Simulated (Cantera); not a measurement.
An isothermal, constant-pressure homogeneous reactor starts with 50.8 % CH4, 49.2 % H2O, at 1425 K and 10.0 bar.

Computed with Cantera and GRI-Mech 3.0 (53 species, 325 reactions).

### Question
Predict: x(CH4) at 200 s; x(H2O) at 200 s; x(C2H2) at 200 s; x(CO) at 200 s; x(CH3) at 200 s.

### Answer
| Item | Result |
|---|---|
| x(CH4) at 200 s | 0.175 (gas-phase equilibrium 0.0156) |
| x(H2O) at 200 s | 0.152 (gas-phase equilibrium 0.00686) |
| x(C2H2) at 200 s | 0.000591 (gas-phase equilibrium 1.57e-6) |
| x(CO) at 200 s | 0.143 (gas-phase equilibrium 0.243) |
| x(CH3) at 200 s | 1.07e-5 (gas-phase equilibrium 7.96e-7) |
